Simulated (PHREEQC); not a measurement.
Model water analysis in mg/kgw, 20 °C, pH 5.86, pe -0.6: Na 21.8; K 42.3; Ca 24.6; Mg 11.3; Cl 17; S(6) as SO4 63.6; Alkalinity as HCO3 142; B 0.304.

Valence states are taken as typed.

All values are PHREEQC results (ion-association model, phreeqc.dat), not measurements.

```json
{
  "ionic_strength": "0.00561 mol/kgw",
  "specific_conductance": "391 µS/cm",
  "charge_balance_error": "0.7 %"
}
```

```
species  molality  activity   log γ
-------  --------  --------  ------
CO2       0.00710   0.00711   0.001
HCO3-     0.00231   0.00214  -0.033
K+        0.00108  0.000996  -0.035
Na+      0.000945  0.000874  -0.034
SO4-2    0.000597  0.000438  -0.135
Ca+2     0.000571  0.000419  -0.134
```

Precipitation was switched off in this run. Species that the database lacks are ignored.
